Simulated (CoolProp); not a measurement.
Saturation properties of CH2F2 (R32) (Tc = 78.1 °C, pc = 57.83 bar, ω = 0.277).

Computed with CoolProp (reference Helmholtz-energy equation of state, Tillner-Roth 1997).

```
T (°C)      p (bar)  vapour density (kg/m³)  enthalpy of vaporisation (kJ/kg)  vapour viscosity (µPa s)
-------  ----------  ----------------------  --------------------------------  ------------------------
-107.75     0.01826                 0.06929                        (withheld)                      7.31
-96.25      0.05301              (withheld)                             426.0                      7.83
-84.75   (withheld)                  0.4452                             415.2                      8.35
-73.25       0.2936                  0.9366                             404.1                      8.87
-61.75       0.5887                   1.796                             392.5                      9.40
-50.25        1.088                   3.194                             380.3                      9.93
-38.75        1.877                   5.343                             367.3                      10.5
-27.25        3.059                   8.503                             353.4                      11.0
-15.75        4.750                   13.00                             338.3                      11.6
-4.25         7.080                   19.24                             321.8                      12.1
7.25          10.19              (withheld)                             303.6                      12.7
```

Problem. Fill in the missing entries.

Solution. 
- -107.75, enthalpy of vaporisation (kJ/kg): 436.6
- -96.25, vapour density (kg/m³): 0.1887
- -84.75, p (bar): 0.1325
- 7.25, vapour density (kg/m³): 27.77

It boils at -51.7 °C under 1 atm.

Viscosity comes from a separate model (Bell 2016), an estimate that may be off by 10 % or more.
